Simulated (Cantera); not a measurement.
Iron carbonyl, mercury and lead vapours: HgO + H2

A closed system holds: 1 mol HgO, 1.7 mol H2, held at 1.00 bar.

Equilibrium computed with Cantera from the NASA thermochemical tables; the gas is ideal and each condensed phase is pure. Candidate condensed phases: H2O, Hg, HgO; 10 gas species. Rates play no part.

From 475 K to 550 K the condensed part is Hg(l). From 625 K to 1300 K nothing is condensed. The main Hg-bearing gas is Hg throughout.

```json
[
 {"T (K)": "475", "log p H2O": "-0.24", "log p H2": "-0.40", "log p Hg": "-1.62", "log p H": "<-12", "log p OH": "<-12", "n Hg(l)": "0.958"},
 {"T (K)": "550", "log p H2O": "-0.32", "log p H2": "-0.48", "log p Hg": "-0.72", "log p H": "<-12", "log p OH": "<-12", "n Hg(l)": "0.595"},
 {"T (K)": "625", "log p H2O": "-0.43", "log p H2": "-0.59", "log p Hg": "-0.43", "log p H": "<-12", "log p OH": "<-12", "n Hg(l)": "0"},
 {"T (K)": "700", "log p H2O": "-0.43", "log p H2": "-0.59", "log p Hg": "-0.43", "log p H": "<-12", "log p OH": "<-12", "n Hg(l)": "0"},
 {"T (K)": "775", "log p H2O": "-0.43", "log p H2": "-0.59", "log p Hg": "-0.43", "log p H": "<-12", "log p OH": "<-12", "n Hg(l)": "0"},
 {"T (K)": "850", "log p H2O": "-0.43", "log p H2": "-0.59", "log p Hg": "-0.43", "log p H": "-10.98", "log p OH": "<-12", "n Hg(l)": "0"},
 {"T (K)": "925", "log p H2O": "-0.43", "log p H2": "-0.59", "log p Hg": "-0.43", "log p H": "-9.88", "log p OH": "<-12", "n Hg(l)": "0"},
 {"T (K)": "1000", "log p H2O": "-0.43", "log p H2": "-0.59", "log p Hg": "-0.43", "log p H": "-8.94", "log p OH": "-11.44", "n Hg(l)": "0"},
 {"T (K)": "1075", "log p H2O": "-0.43", "log p H2": "-0.59", "log p Hg": "-0.43", "log p H": "-8.13", "log p OH": "-10.39", "n Hg(l)": "0"},
 {"T (K)": "1150", "log p H2O": "-0.43", "log p H2": "-0.59", "log p Hg": "-0.43", "log p H": "-7.42", "log p OH": "-9.48", "n Hg(l)": "0"},
 {"T (K)": "1225", "log p H2O": "-0.43", "log p H2": "-0.59", "log p Hg": "-0.43", "log p H": "-6.80", "log p OH": "-8.69", "n Hg(l)": "0"},
 {"T (K)": "1300", "log p H2O": "-0.43", "log p H2": "-0.59", "log p Hg": "-0.43", "log p H": "-6.25", "log p OH": "-7.98", "n Hg(l)": "0"}
]
```
log p: log10 of the partial pressure in bar; n: condensed amount in mol.
